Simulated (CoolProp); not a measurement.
A single-stage vapour-compression cycle with R125: evaporating at 288.15 K (dew point), condensing at 309.15 K (bubble point), superheat 8 K, subcooling 8 K, compressor efficiency 0.8, no pressure losses. Each further row changes one setting.

Values from CoolProp's reference Helmholtz-energy equation of state, Lemmon 2005.

```csv
case,cooling COP,pressure ratio,discharge temperature (K),refrigerating effect (kJ/kg),volumetric capacity (kJ/m³)
as stated,9.81,1.74,319.8,111,6980
evaporating temperature 293.15 K,13.4,1.51,319.2,113,8240
condensing temperature 304.15 K,13.4,1.53,314.2,117,7420
subcooling 13 K,10.4,1.74,319.8,118,7420
superheat 18 K,9.91,1.74,329.3,120,7100
compressor efficiency 0.7,8.58,1.74,321.3,111,6980
```
